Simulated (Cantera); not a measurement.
An isothermal, constant-pressure homogeneous reactor starts with H₂ : O₂ : N₂ = 0.013 : 1 : 0.1 (molar parts), equivalence ratio 0.0065, at 1200 K and 680 Pa.

Model: the H2/O2 subset of GRI-Mech 3.0, which has no nitrogen chemistry, integrated in Cantera. Radical loss at walls, strong at low pressure, is not modelled.

x: mole fraction; the columns are a selection and need not sum to one.

```tsv
t (s)	x H₂	x O₂	x O	x OH	x H
1.00e-5	0.0117	0.898	2.62e-12	2.61e-12	4.66e-11
2.51e-5	0.0117	0.898	1.56e-11	1.55e-11	1.08e-10
6.31e-5	0.0117	0.898	8.65e-11	8.48e-11	2.27e-10
0.000159	0.0117	0.898	4.18e-10	3.97e-10	4.05e-10
0.000399	0.0117	0.898	1.74e-9	1.54e-9	6.73e-10
0.00100	0.0117	0.898	7.69e-9	6.00e-9	1.58e-9
0.00252	0.0117	0.898	?	?	?
0.00632	0.0117	0.898	?	?	?
0.0159	0.00164	0.890	0.00734	0.00193	0.00109
0.0399	6.11e-5	0.888	0.00959	0.000903	0.000619
0.100	5.53e-5	0.889	0.00866	0.000860	0.000531
0.252	4.40e-5	0.891	0.00681	0.000768	0.000373
0.634	2.69e-5	0.894	0.00410	0.000601	0.000175
1.59	1.09e-5	0.896	0.00165	0.000384	4.47e-5
4.00	2.97e-6	0.897	0.000444	0.000201	6.30e-6
```

Problem. Complete the blanks.

Solution. 
- 0.00252, x O: 6.26e-8
- 0.00252, x OH: 4.42e-8
- 0.00252, x H: 9.41e-9
- 0.00632, x O: 4.48e-6
- 0.00632, x OH: 3.10e-6
- 0.00632, x H: 6.37e-7
